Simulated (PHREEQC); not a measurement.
HCl is added in steps, without added water, to 1 kg of water holding 93 mmol/kgw KH2PO4 and 0.045 mmol/kgw H2SO4, at 25 °C. Oxygen is held at 0.21 atm. The system is closed to CO2. The run lets Sylvite precipitate or redissolve, and no other solid.

Base run: PHREEQC, ion-association model, phreeqc.dat. Each further column changes one thing. The table gives pH.

| HCl added (mol) | base | diluted 100-fold with water | KH2PO4 from 0.093 to 0.186 mol/kgw | no solid may form |
|---|---|---|---|---|
| 0 | 4.43 | 5.11 | 4.39 | 4.43 |
| 0.0025 | 3.64 | 2.67 | 3.86 | 3.64 |
| 0.005 | 3.34 | 2.36 | 3.59 | 3.34 |
| 0.0075 | 3.16 | 2.19 | 3.42 | 3.16 |
| 0.00875 | 3.09 | 2.12 | 3.35 | 3.09 |
| 0.01125 | 2.97 | 2.01 | 3.24 | 2.97 |
| 0.01375 | 2.88 | 1.92 | 3.15 | 2.88 |
| 0.01625 | 2.79 | 1.85 | 3.07 | 2.79 |
| 0.01875 | 2.72 | 1.79 | 3.00 | 2.72 |
| 0.02125 | 2.66 | 1.74 | 2.94 | 2.66 |
| 0.0225 | 2.63 | 1.71 | 2.92 | 2.63 |
| 0.025 | 2.57 | 1.67 | 2.87 | 2.57 |
| 0.0275 | 2.52 | 1.63 | 2.82 | 2.52 |
| 0.03 | 2.47 | 1.59 | 2.78 | 2.47 |
